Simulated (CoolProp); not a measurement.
Vapour-liquid equilibrium of ethanol (1) + dimethyl carbonate (2) at 410.5 K; x and y are mole fractions of (1).

Values from CoolProp's multi-fluid Helmholtz-energy mixture model, Schroeder 2014 and Zhou 2011; pair parameters Bell 2016.

| x | bubble pressure, mixture model (kPa) | bubble pressure, Raoult's law (kPa) | y, mixture model | y, Raoult's law |
|---|---|---|---|---|
| 0.05 | 427.1 | 389.9 | 0.158 | 0.090 |
| 0.2 | ___ | 439.5 | 0.417 | 0.320 |
| 0.35 | 626.4 | 489.1 | 0.551 | 0.504 |
| 0.5 | 676.1 | 538.7 | 0.643 | 0.653 |
| 0.65 | ___ | 588.3 | ___ | 0.778 |
| 0.8 | 722.8 | 637.9 | 0.811 | 0.883 |
| 0.95 | ___ | 687.6 | ___ | 0.973 |

Task: Fill in the missing entries.

Result: 
- 0.2, bubble pressure, mixture model (kPa): 548.6
- 0.65, bubble pressure, mixture model (kPa): 707.3
- 0.65, y, mixture model: 0.723
- 0.95, bubble pressure, mixture model (kPa): 715.3
- 0.95, y, mixture model: 0.939

The largest gap from Raoult's law is +28.1 % in bubble pressure, at x = 0.35. y crosses x between x = 0.8 and 0.95: the model has an azeotrope there.

The pair parameters rest on a limited set of measurements; away from them the model extrapolates.
